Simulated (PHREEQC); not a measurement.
A solution holds 0.0054 mol ZnCl2, 0.0042 mol KCl and 0.0047 mol HCl per kg of water, at 25 °C. Closed to the air; pH follows from the charge balance.

All values are PHREEQC results (ion-association model, phreeqc.dat), not measurements.

Q: The ionic strength comes out as 0.0248 mol/kgw. What activity coefficients do H+, Cl-, Zn+2, K+, ZnCl+ get?

A: H+ 0.88, Cl- 0.86, Zn+2 0.56, K+ 0.86, ZnCl+ 0.86.

No solid was allowed to form.
